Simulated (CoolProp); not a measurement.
Values from CoolProp's reference Helmholtz-energy equation of state, Lemmon 2006. It is a short technical equation, of lower accuracy than the large ones.

Question: Give the vapour pressure (bar), liquid cp (kJ/(kg K)), vapour Z of saturated n-nonane at 204.35, 209.35 °C.

Answer: 
| T (°C) | p (bar) | liquid cp (kJ/(kg K)) | vapour Z |
|---|---|---|---|
| 204.35 | 3.48 | 2.99 | 0.862 |
| 209.35 | 3.84 | 3.02 | 0.852 |
